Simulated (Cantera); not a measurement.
Input: 1 mol AlCl3, 4.3 mol N2, 0.24 mol O2, equilibrated at 652 °C and 0.00500 bar.

Method: chemical equilibrium by Gibbs-energy minimisation in Cantera with the NASA 1993 tables (ideal gas, pure condensed phases). Candidate condensed phases: Al, AlCl3, AlN, Al2O3; 24 gas species. Condensed phases not in the tables: AlOCl. Kinetics and transport are ignored.

Base state: N2 0.787, AlCl3 0.124, Cl2 0.0877, Cl 0.000484, Al2Cl6 2.38e-5 (mole fractions); condensed: Al2O3(s).

Problem. What changes in the equilibrium state with this change: O2 from 0.24 to 0.42 mol?

Solution. 
| species | before | after |
|---|---|---|
| N2 | 0.787 | 0.770 |
| Cl2 | 0.0877 | 0.150 |
| AlCl3 | 0.124 | 0.0788 |
| Al2Cl6 | 2.38e-5 | 9.55e-6 |
| Cl | 0.000484 | 0.000634 |
| Al2O3(s), mol | 0.160 | 0.280 |

Problem. What changes in the equilibrium state with this change: O2 from 0.24 to 0.45 mol?

Solution. 
```
species          before     after
-------------  --------  --------
N2                0.787     0.768
Cl2              0.0877     0.160
AlCl3             0.124    0.0714
Al2Cl6          2.38e-5   7.84e-6
Cl             0.000484  0.000655
Al2O3(s), mol     0.160     0.300
```
